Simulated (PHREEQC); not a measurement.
Consider water at 25 °C with 0.25 mol/kgw K2CO3, 0.00043 mol/kgw Fe(NO3)3 and 4.5e-06 mol/kgw CO2. Closed to the air; pH follows from the charge balance.

All values are PHREEQC results (ion-association model, phreeqc.dat), not measurements.

Each row changes one thing in this solution. No solid was allowed to form.

```
case                                     pH  ionic strength (mol/kgw)  HCO3- (mol/kgw)  Fe(OH)3 (mol/kgw)  CO2 (mol/kgw)  Fe(OH)2+ (mol/kgw)  SI of Goethite (FeOOH)  SI of Hematite (Fe2O3)
------------------------------------  -----  ------------------------  ---------------  -----------------  -------------  ------------------  ----------------------  ----------------------
as made                               11.41                     0.744          0.00604            1.04e-6        2.99e-8            5.57e-11                   +7.66                  +17.33
CO2 from 4.5e-06 to 2.25e-05 mol/kgw  11.41                     0.744          0.00606            1.04e-6        3.01e-8            5.61e-11                   +7.66                  +17.33
temperature from 25 to 80 °C          10.61                     0.730           0.0200            9.77e-7        5.86e-7            4.53e-11                   +6.45                  +15.13
0.17 mol/kgw NaCl added               11.34                     0.783          0.00522            1.23e-6        3.06e-8            8.00e-11                   +7.73                  +17.49
diluted 5-fold with water               ___                     0.147          0.00267            4.12e-7        2.64e-8            2.57e-11                   +7.19                  +16.39
K2CO3 from 0.25 to 0.225 mol/kgw        ___                     0.669          0.00581            1.11e-6        3.08e-8            6.05e-11                   +7.68                  +17.37
temperature from 25 to 45 °C          11.06                     0.741          0.00949            1.08e-6        9.06e-8            5.85e-11                   +7.20                  +16.50
CO2 from 4.5e-06 to 4.5e-05 mol/kgw   11.41                     0.744          0.00608            1.05e-6        3.04e-8            5.66e-11                   +7.66                  +17.33
```

Q: Complete the blanks.

A: 
- diluted 5-fold with water, pH: 11.23
- K2CO3 from 0.25 to 0.225 mol/kgw, pH: 11.39

The ionic strength passes 0.7 mol/kgw, the rough limit of the ion-association models, in as made; CO2 from 4.5e-06 to 2.25e-05 mol/kgw; temperature from 25 to 80 °C; 0.17 mol/kgw NaCl added; temperature from 25 to 45 °C; CO2 from 4.5e-06 to 4.5e-05 mol/kgw. Some of these states are supersaturated (in Fe(OH)3(a), Hematite (slow to form), Goethite (slow to form), for instance). Constants without temperature data keep their 25 °C values here.
